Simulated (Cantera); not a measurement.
# Pyrogenic steam for wet oxidation

An isothermal, constant-pressure homogeneous reactor starts with 36.0 % H2, 20.0 % O2, 44.0 % N2, equivalence ratio 0.90, at 1373 K and 41000 Pa.

Cantera simulation using the H2/O2 subset of GRI-Mech 3.0, which has no nitrogen chemistry; the numbers are that mechanism's predictions, not measurements. The temperature is held fixed by assumption; the heat of reaction is taken as removed at once.

| t (s) | x H2 | x O2 | x H2O2 | x O | x H |
|---|---|---|---|---|---|
| 5.00e-5 | 0.0602 | 0.0676 | 3.83e-6 | 0.0274 | 0.134 |
| 0.000195 | 0.0242 | 0.0367 | 4.33e-6 | 0.00436 | 0.0184 |
| 0.000758 | 0.00405 | 0.0259 | 1.88e-6 | 0.000435 | 0.000888 |
| 0.00295 | 0.000367 | 0.0244 | 4.11e-7 | 3.45e-5 | 2.25e-5 |
| 0.0115 | 3.28e-5 | 0.0244 | 6.89e-8 | 3.44e-6 | 6.65e-7 |
| 0.0447 | 4.94e-6 | 0.0244 | 1.41e-8 | 5.81e-7 | 4.30e-8 |
| 0.174 | 1.58e-6 | 0.0244 | 4.93e-9 | 1.86e-7 | 7.98e-9 |
| 0.678 | 1.31e-6 | 0.0244 | 4.09e-9 | 1.51e-7 | 5.99e-9 |
| 2.64 | 1.31e-6 | 0.0244 | 4.09e-9 | 1.51e-7 | 5.99e-9 |
| 10.3 | 1.31e-6 | 0.0244 | 4.09e-9 | 1.51e-7 | 5.99e-9 |
| 40.0 | 1.31e-6 | 0.0244 | 4.09e-9 | 1.51e-7 | 5.99e-9 |
x: mole fraction; the columns are a selection and need not sum to one.

Equilibrium at this temperature and pressure: H2 1.31e-6, O2 0.0244, H2O2 4.09e-9, O 1.51e-7, H 5.99e-9 (gas phase only).
